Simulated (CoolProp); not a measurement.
Vapour-liquid equilibrium of acetone (1) + n-hexane (2) at 192.25 °C; x and y are mole fractions of (1).

Computed with CoolProp (multi-fluid Helmholtz-energy mixture model, Lemmon 2006 and Thol 2019; pair parameters Bell 2016).

```
x      bubble pressure, mixture model (bar)  bubble pressure, Raoult's law (bar)  y, mixture model  y, Raoult's law
-----  ------------------------------------  -----------------------------------  ----------------  ---------------
0.05                                  17.54                                16.37               ___            0.074
0.125                                   ___                                17.00             0.211            0.179
0.2                                   21.23                                17.63             0.298            0.276
0.275                                   ___                                18.26             0.371            0.366
0.35                                    ___                                18.89             0.435            0.451
0.425                                 24.67                                19.51             0.494            0.530
0.5                                   25.40                                20.14             0.551            0.604
0.575                                   ___                                20.77             0.607            0.674
0.65                                    ___                                21.40               ___            0.739
0.725                                 26.31                                22.03             0.723            0.801
0.8                                   26.16                                22.66             0.786            0.859
0.875                                 25.75                                23.28             0.856            0.914
0.95                                  25.02                                23.91             0.937            0.967
```

Some entries are withheld; supply them.


- 0.05, y, mixture model: 0.099
- 0.125, bubble pressure, mixture model (bar): 19.56
- 0.275, bubble pressure, mixture model (bar): 22.61
- 0.35, bubble pressure, mixture model (bar): 23.75
- 0.575, bubble pressure, mixture model (bar): 25.91
- 0.65, bubble pressure, mixture model (bar): 26.22
- 0.65, y, mixture model: 0.664

The largest gap from Raoult's law is +26.4 % in bubble pressure, at x = 0.425. y crosses x between x = 0.65 and 0.725: the model has an azeotrope there.

The pair parameters rest on a limited set of measurements; away from them the model extrapolates.
